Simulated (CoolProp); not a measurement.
Properties of water at several states.

The numbers come from the reference Helmholtz-energy equation of state, Wagner 2002 in CoolProp.

```json
[
 {"T (K)": "871.1", "p (MPa)": "3.84", "phase": "gas", "cp (kJ/(kg K))": "[?]", "cv (kJ/(kg K))": "[?]"},
 {"T (K)": "313.5", "p (MPa)": "0.155", "phase": "liquid", "cp (kJ/(kg K))": "4.179", "cv (kJ/(kg K))": "[?]"},
 {"T (K)": "928.1", "p (MPa)": "1.37", "phase": "gas", "cp (kJ/(kg K))": "[?]", "cv (kJ/(kg K))": "[?]"}
]
```

Problem. What belongs in the gaps?

Solution. 
- 871.1, cp (kJ/(kg K)): 2.292
- 871.1, cv (kJ/(kg K)): 1.775
- 313.5, cv (kJ/(kg K)): 4.072
- 928.1, cp (kJ/(kg K)): 2.265
- 928.1, cv (kJ/(kg K)): 1.788
